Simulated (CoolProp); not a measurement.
The numbers come from the reference Helmholtz-energy equation of state, Zhou 2011 in CoolProp.

Task: For dimethyl carbonate, give the phase and the cp (kJ/(kg K)), Joule-Thomson coefficient (K/MPa) at 176.85 °C and 61.6 bar; 296.85 °C and 61.6 bar.

Result: 
- 176.85 °C and 61.6 bar: liquid; cp 2.19, Joule-Thomson coefficient -0.0678
- 296.85 °C and 61.6 bar: supercritical; cp 6.88, Joule-Thomson coefficient 7.02
